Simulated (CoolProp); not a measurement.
n-perfluorobutane along the isobar 3.25 MPa: Z from the reference equation and from simpler models built on Tc = 386.3 K, pc = 2.322 MPa, ω = 0.372; each cubic takes its own stable root.

Model: reference Helmholtz-energy equation of state, Gao 2022, in CoolProp.

```json
[
 {"T (K)": "383.2", "phase": "liquid", "reference": "0.2288"},
 {"T (K)": "387.7", "phase": "supercritical", "reference": "0.2378"},
 {"T (K)": "392.1", "phase": "supercritical", "reference": "0.2507"},
 {"T (K)": "396.6", "phase": "supercritical", "reference": "0.2725"},
 {"T (K)": "401", "phase": "supercritical", "reference": "0.3106"},
 {"T (K)": "405.5", "phase": "supercritical", "reference": "0.3692"},
 {"T (K)": "409.9", "phase": "supercritical", "reference": "0.4296"},
 {"T (K)": "414.4", "phase": "supercritical", "reference": "0.4827"},
 {"T (K)": "418.8", "phase": "supercritical", "reference": "0.5253"},
 {"T (K)": "423.3", "phase": "supercritical", "reference": "0.5618"},
 {"T (K)": "427.7", "phase": "supercritical", "reference": "0.5923"},
 {"T (K)": "432.2", "phase": "supercritical", "reference": "0.6195"},
 {"T (K)": "436.6", "phase": "supercritical", "reference": "0.6430"},
 {"T (K)": "441.1", "phase": "supercritical", "reference": "0.6645"},
 {"T (K)": "445.5", "phase": "supercritical", "reference": "0.6835"},
 {"T (K)": "450", "phase": "supercritical", "reference": "0.7013"}
]
```

Task: How far does each simpler model (van der Waals, Redlich-Kwong, Soave-Redlich-Kwong, Peng-Robinson) lie from the reference over these 16 states: mean and median of the absolute difference, and the worst?

Result: 
- van der Waals: mean 19.3 %, median 15.4 %, worst +44.1 % at 383.2 K and 3.25 MPa
- Redlich-Kwong: mean 10.0 %, median 8.6 %, worst +18.1 % at 383.2 K and 3.25 MPa
- Soave-Redlich-Kwong: mean 8.9 %, median 5.6 %, worst +19.3 % at 392.1 K and 3.25 MPa
- Peng-Robinson: mean 3.7 %, median 2.2 %, worst +9.3 % at 396.6 K and 3.25 MPa
